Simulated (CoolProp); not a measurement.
n-pentane along the isobar 6.04 bar: fugacity coefficient from the reference equation and from simpler models built on Tc = 196.5 °C, pc = 33.68 bar, ω = 0.251; each cubic takes its own stable root.

The numbers come from the reference Helmholtz-energy equation of state, Thol 2019 in CoolProp.

```json
[
 {"T (°C)": "184.85", "phase": "gas", "reference": "0.9337", "van der Waals": "0.9436", "Redlich-Kwong": "0.9350", "Peng-Robinson": "0.9277"},
 {"T (°C)": "202.85", "phase": "gas", "reference": "0.9419", "van der Waals": "0.9487", "Redlich-Kwong": "0.9418", "Peng-Robinson": "0.9359"},
 {"T (°C)": "220.85", "phase": "gas", "reference": "0.9488", "van der Waals": "0.9531", "Redlich-Kwong": "0.9478", "Peng-Robinson": "0.9429"},
 {"T (°C)": "238.85", "phase": "gas", "reference": "0.9547", "van der Waals": "0.9571", "Redlich-Kwong": "0.9530", "Peng-Robinson": "0.9491"},
 {"T (°C)": "256.85", "phase": "gas", "reference": "0.9599", "van der Waals": "0.9606", "Redlich-Kwong": "0.9576", "Peng-Robinson": "0.9546"},
 {"T (°C)": "274.85", "phase": "gas", "reference": "0.9643", "van der Waals": "0.9638", "Redlich-Kwong": "0.9616", "Peng-Robinson": "0.9594"},
 {"T (°C)": "292.85", "phase": "gas", "reference": "0.9682", "van der Waals": "0.9667", "Redlich-Kwong": "0.9652", "Peng-Robinson": "0.9637"},
 {"T (°C)": "310.85", "phase": "gas", "reference": "0.9717", "van der Waals": "0.9692", "Redlich-Kwong": "0.9684", "Peng-Robinson": "0.9674"},
 {"T (°C)": "328.85", "phase": "gas", "reference": "0.9747", "van der Waals": "0.9716", "Redlich-Kwong": "0.9712", "Peng-Robinson": "0.9708"},
 {"T (°C)": "346.85", "phase": "gas", "reference": "0.9774", "van der Waals": "0.9737", "Redlich-Kwong": "0.9738", "Peng-Robinson": "0.9738"}
]
```
